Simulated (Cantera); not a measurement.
An isothermal, constant-pressure homogeneous reactor starts with 61.0 % CH4, 39.0 % H2O, at 1725 K and 14.8 atm.

Model: GRI-Mech 3.0 (53 species, 325 reactions), integrated in Cantera. GRI-Mech 3.0 stops at C3 and has no aromatics, soot or wall deposition, so with more carbon than oxygen in the feed, carbon stays in small species such as C2H2 where larger ones or solid carbon would form. The pressure lies above the range GRI-Mech 3.0 was tuned for (to about 10 atm).

**Question.** Predict: x(CH4) at 2.00 s; x(H2O) at 2.00 s; x(CH2O) at 2.00 s; x(H) at 2.00 s.

**Answer.** 
```json
{
 "x(CH4) at 2.00 s": "0.0941 (gas-phase equilibrium 0.0899)",
 "x(H2O) at 2.00 s": "0.00628 (gas-phase equilibrium 6.95e-5)",
 "x(CH2O) at 2.00 s": "9.03e-7 (gas-phase equilibrium 9.16e-7)",
 "x(H) at 2.00 s": "3.96e-5 (gas-phase equilibrium 3.99e-5)"
}
```
